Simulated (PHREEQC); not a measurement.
Consider water at 86 °C with 0.39 mol/kgw H2SO4 and 0.017 mol/kgw KH2PO4. Closed to the air; pH follows from the charge balance.

Equilibrium calculation in PHREEQC: ion-association model, phreeqc.dat.

```tsv
quantity	before	after
pH	0.54	0.53
ionic strength (mol/kgw)	0.411	0.410
HPO4-2 (mol/kgw)	3.48e-10	6.53e-11
```

Problem. What was changed between the two runs?
A. H2SO4 left out
B. KH2PO4 from 0.017 to 0.0034 mol/kgw
C. H2SO4 from 0.39 to 0.078 mol/kgw
D. 0.15 mol/kgw NaHSO4 added
E. diluted 2-fold with water

Solution. B, KH2PO4 from 0.017 to 0.0034 mol/kgw

This is a speciation only: nothing precipitates in the calculation. At this temperature some constants are extrapolated from 25 °C, and those without enthalpy data are left unchanged.
